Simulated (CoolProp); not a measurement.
Saturation properties of carbon dioxide.

Values from CoolProp's reference Helmholtz-energy equation of state, Span 1996.

| T (K) | p (MPa) | liquid density (kg/m³) | vapour density (kg/m³) | surface tension (mN/m) | liquid viscosity (µPa s) |
|---|---|---|---|---|---|
| 222.9 | 0.6754 | 1155 | 17.75 | 15.0 | 228 |
| 227.4 | 0.8080 | 1139 | 21.11 | 14.0 | 212 |
| 231.9 | 0.9590 | 1121 | 24.96 | 13.0 | 197 |
| 236.4 | 1.130 | 1104 | 29.35 | 12.0 | 183 |
| 240.9 | 1.323 | 1085 | 34.35 | 11.0 | 170 |
| 245.4 | 1.539 | 1066 | 40.03 | 10.00 | 158 |
| 249.9 | 1.779 | 1046 | 46.49 | 9.05 | 147 |
| 254.4 | 2.047 | 1026 | 53.84 | 8.12 | 137 |
| 258.9 | 2.342 | 1004 | 62.20 | 7.21 | 127 |
| 263.4 | 2.668 | 981.6 | 71.75 | 6.32 | 118 |
| 267.9 | 3.025 | 957.6 | 82.70 | 5.46 | 110 |
| 272.4 | 3.416 | 931.9 | 95.35 | 4.62 | 102 |
| 276.9 | 3.844 | 904.2 | 110.1 | 3.81 | 94.0 |
| 281.4 | 4.310 | 873.8 | 127.5 | 3.04 | 86.4 |

Viscosity comes from a separate model (Laesecke 2017). Surface tension comes from a separate correlation (Mulero 2012).
